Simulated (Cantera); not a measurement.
An isothermal, constant-pressure homogeneous reactor starts with CH4 : H2 : N2 = 0.0047 : 1 : 0.009 (molar parts), at 1325 K and 0.0267 bar. Integrator tolerance rtol = 1e-08.

Detailed kinetics in Cantera: GRI-Mech 3.0 (53 species, 325 reactions). GRI-Mech 3.0 stops at C3 and has no aromatics, soot or wall deposition, so with more carbon than oxygen in the feed, carbon stays in small species such as C2H2 where larger ones or solid carbon would form. Radical loss at walls, strong at low pressure, is not modelled.

**Question.** What does this change do: temperature 1325 to 2925 K?

**Answer.** 
```
quantity                                             before                                      after
----------------  -----------------------------------------  -----------------------------------------
x(CH4) at 200 s     0.00458 (gas-phase equilibrium 0.00330)    7.77e-8 (gas-phase equilibrium 7.79e-8)
x(H2) at 200 s          0.987 (gas-phase equilibrium 0.987)        0.466 (gas-phase equilibrium 0.466)
x(CH2) at 200 s   5.51e-12 (gas-phase equilibrium 4.29e-12)    2.85e-6 (gas-phase equilibrium 2.86e-6)
x(C2H2) at 200 s   2.61e-5 (gas-phase equilibrium 0.000309)  0.000590 (gas-phase equilibrium 0.000589)
x(HCN) at 200 s     <1e-12 (gas-phase equilibrium 0.000674)    0.00169 (gas-phase equilibrium 0.00170)
```
